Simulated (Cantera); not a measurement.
**Ignition delay**

Mixture: CO : H2 : O2 : N2 = 1 : 0.03 : 0.652 : 2.45 (molar parts), equivalence ratio 0.79, at 1.00 bar, adiabatic and at constant pressure. Ignition delay is the time to a rise of 400 K.

Computed with Cantera and GRI-Mech 3.0 (53 species, 325 reactions). Below about 950 K walls govern HO2 and H2O2 in real vessels. Where the delays flatten at high temperature, the 400 K rule measures the pace of heat release, not the induction time.

| T0 (K) | delay (ms) |
|---|---|
| 900 | 72.2 |
| 975 | 2.86 |
| 1050 | 0.685 |
| 1125 | 0.366 |
| 1200 | 0.255 |
| 1275 | 0.202 |
| 1350 | 0.173 |
| 1425 | 0.157 |
| 1500 | 0.148 |
| 1575 | 0.145 |
